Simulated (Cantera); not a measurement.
A Cantera script and what it prints.

```python
import numpy as np
import cantera as ct

gas_names = """
    Electron H H+ H- H2 H2+ H2- N N+ N- NH NH+ NH2 NH3 NH4+ N2 N2+ N2- N2H2 N2H4
""".split()
cond_names = """

""".split()


# ... load() reads the species with a 1 bar reference pressure and builds the phases ...
atoms = {
    'NH3': {'N': 1, 'H': 3},
    'H2': {'H': 2},
    'N2': {'N': 2},
}
top_T = {}  # K; cautious upper limits of use, not melting points


# ... equilibrate(T, P, feed) seeds the gas with the atoms and calls Mixture.equilibrate('TP', solver="vcs", rtol=1e-11, max_steps=5000) ...
results = []
feed = {'NH3': 1, 'H2': 0.32, 'N2': 1.4}  # mol
P = 290  # Pa
for T in [3000, 3250, 3500, 3750, 4000, 4250, 4500, 4750, 5000]:
    mix = equilibrate(T, P, feed)
    results.append((T, P, feed, dict(zip(mix.species_names, mix.species_moles))))
    x = sorted(zip(gas.X, gas.species_names), reverse=True)
    print(f"T = {T:g} K  P = {P:g} Pa  gas = {mix.phase_moles(0):.4g} mol")
    print("   x: " + "  ".join(f"{s} {v:.3e}" for v, s in x if v > 0.001))
    print("   condensed (mol): " + ("  ".join(f"{mix.phase(i).name} {mix.phase_moles(i):.4g}"
          for i in range(1, mix.n_phases) if mix.phase_moles(i) > 1e-12) or "none"))
```

Output:

```
T = 3000 K  P = 290 Pa  gas = 5.317 mol
   x: H 6.006e-01  N2 3.572e-01  H2 4.196e-02
   condensed (mol): none
T = 3250 K  P = 290 Pa  gas = 5.478 mol
   x: H 6.413e-01  N2 3.465e-01  H2 1.157e-02
   condensed (mol): none
T = 3500 K  P = 290 Pa  gas = 5.527 mol
   x: H 6.515e-01  N2 3.426e-01  H2 3.530e-03  N 2.408e-03
   condensed (mol): none
T = 3750 K  P = 290 Pa  gas = 5.553 mol
   x: H 6.530e-01  N2 3.385e-01  N 7.256e-03  H2 1.231e-03
   condensed (mol): none
T = 4000 K  P = 290 Pa  gas = 5.59 mol
   x: H 6.502e-01  N2 3.304e-01  N 1.894e-02
   condensed (mol): none
T = 4250 K  P = 290 Pa  gas = 5.662 mol
   x: H 6.424e-01  N2 3.138e-01  N 4.358e-02
   condensed (mol): none
T = 4500 K  P = 290 Pa  gas = 5.797 mol
   x: H 6.277e-01  N2 2.833e-01  N 8.896e-02
   condensed (mol): none
T = 4750 K  P = 290 Pa  gas = 6.024 mol
   x: H 6.041e-01  N2 2.350e-01  N 1.608e-01
   condensed (mol): none
T = 5000 K  P = 290 Pa  gas = 6.35 mol
   x: H 5.731e-01  N 2.551e-01  N2 1.717e-01
   condensed (mol): none
```

These are equilibrium values from Cantera (NASA tables, ideal gas, pure condensed phases), not measurements of a reactor.
